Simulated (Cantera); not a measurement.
SiCl₄ + HCl + H₂ (chlorosilane synthesis and conversion)

Charge: 1 mol SiCl₄, 1.4 mol HCl, 10 mol H₂, equilibrated at 0.220 bar.

These are equilibrium values from Cantera (NASA tables, ideal gas, pure condensed phases), not measurements of a reactor. Candidate condensed phases: Si; 19 gas species. The tables' values for SiCl₃, SiCl are old estimates; treat these amounts as uncertain. Rates play no part.

| T (°C) | log p H₂ | log p HCl | log p SiCl₄ | log p SiCl₂ | log p SiCl₃ | log p SiHCl₃ |
|---|---|---|---|---|---|---|
| 250 | -0.75 | -1.60 | -1.75 | <-12 | <-12 | -6.37 |
| 350 | -0.75 | -1.60 | -1.75 | <-12 | -10.01 | -5.23 |
| 450 | -0.75 | -1.60 | -1.75 | -11.76 | -7.95 | -4.42 |
| 550 | -0.75 | -1.60 | -1.75 | -9.11 | -6.41 | -3.82 |
| 650 | -0.75 | -1.60 | -1.76 | -7.06 | -5.21 | -3.36 |
| 750 | -0.75 | -1.59 | -1.78 | -5.44 | -4.27 | -3.02 |
| 850 | -0.76 | -1.57 | -1.81 | -4.16 | -3.53 | -2.76 |
| 950 | -0.76 | -1.53 | -1.87 | -3.19 | -2.98 | -2.62 |
| 1050 | -0.78 | -1.46 | -2.01 | -2.53 | -2.64 | -2.63 |
| 1150 | -0.79 | -1.37 | -2.27 | -2.16 | -2.51 | -2.80 |
| 1250 | -0.81 | -1.31 | -2.64 | -1.97 | -2.54 | -3.09 |
| 1350 | -0.82 | -1.28 | -3.09 | -1.88 | -2.67 | -3.44 |
| 1450 | -0.83 | -1.27 | -3.56 | -1.84 | -2.83 | -3.80 |
log p: log10 of the partial pressure in bar; nothing condenses.

From 250 °C to 1450 °C nothing is condensed. The main Si-bearing gas is SiCl₄ at 250 °C and SiCl₂ at 1450 °C.
